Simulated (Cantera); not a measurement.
Cantera run, input and output.

```python
import numpy as np
import cantera as ct

gas = ct.Solution("gri30.yaml")
gas.TPX = 500, 500000, {'CH4': 1, 'O2': 1.43, 'N2': 6.71}
flame = ct.FreeFlame(gas, width=0.013)
flame.set_refine_criteria(ratio=3, slope=0.08, curve=0.16)
flame.transport_model = "mixture-averaged"
flame.solve(loglevel=0, auto=True)
z, T = flame.grid, flame.T
thick = (T[-1] - T[0]) / np.gradient(T, z).max()
show = ['CH4', 'O2', 'CH2', 'H2', 'CH2CO', 'CO']
print(f"laminar burning velocity  {flame.velocity[0] * 100:.3f} cm/s")
print(f"burnt temperature         {T[-1]:.1f} K")
print(f"thermal thickness         {thick * 1e3:.4f} mm")
print(f"grid points               {len(z)}")
z0 = z[flame.heat_release_rate.argmax()]
print(f"{'z/mm':>9s}{'T/K':>9s}{'u/(m/s)':>9s}" + "".join(f"{s:>11s}" for s in show))
rows = []
for k in (-3, -2, -1.5, -1, -0.5, -0.25, 0, 0.25, 0.5, 1, 2, 4, 8):
    zz = z0 + k * thick
    rows.append([k * thick, np.interp(zz, z, T), np.interp(zz, z, flame.velocity),
                 *(np.interp(zz, z, flame.X[gas.species_index(s)]) for s in show)])
    print(f"{rows[-1][0] * 1e3:9.3f}{rows[-1][1]:9.1f}{rows[-1][2]:9.3f}" + "".join(f"{x:11.3e}" for x in rows[-1][3:]))
```

Output:

```
laminar burning velocity  11.703 cm/s
burnt temperature         1938.6 K
thermal thickness         0.4058 mm
grid points               128
     z/mm      T/K  u/(m/s)        CH4         O2        CH2         H2      CH2CO         CO
   -1.217    501.4    0.118  1.089e-01  1.559e-01  1.334e-22  3.179e-03  2.754e-08  2.714e-05
   -0.812    513.0    0.121  1.075e-01  1.545e-01  9.987e-20  7.649e-03  5.364e-07  2.915e-04
   -0.609    546.1    0.129  1.046e-01  1.515e-01  8.898e-18  1.220e-02  3.155e-06  1.148e-03
   -0.406    677.5    0.162  9.467e-02  1.402e-01  5.680e-15  1.944e-02  2.306e-05  5.146e-03
   -0.203   1096.5    0.267  6.362e-02  9.903e-02  8.058e-10  2.884e-02  1.665e-04  2.152e-02
   -0.101   1439.1    0.354  3.714e-02  6.067e-02  1.172e-07  3.372e-02  3.658e-04  3.777e-02
    0.000   1749.2    0.433  1.401e-02  2.326e-02  3.416e-06  3.766e-02  3.500e-04  5.323e-02
    0.101   1889.6    0.468  5.642e-03  6.591e-03  5.261e-06  3.985e-02  1.164e-04  5.795e-02
    0.203   1931.4    0.478  3.649e-03  2.154e-03  2.607e-06  4.153e-02  4.485e-05  5.793e-02
    0.406   1949.3    0.483  2.609e-03  3.940e-04  7.389e-07  4.399e-02  1.355e-05  5.701e-02
    0.812   1951.1    0.483  1.897e-03  3.252e-05  3.003e-07  4.689e-02  6.264e-06  5.661e-02
    1.623   1947.8    0.483  1.269e-03  5.425e-07  1.739e-07  4.984e-02  4.026e-06  5.763e-02
    3.246   1943.8    0.483  7.319e-04  5.461e-08  8.849e-08  5.252e-02  1.985e-06  5.980e-02
```

Cantera simulation using GRI-Mech 3.0 (53 species, 325 reactions); the numbers are that mechanism's predictions, not measurements. Burning velocities carry a grid error of a few per cent, more on coarse grids.
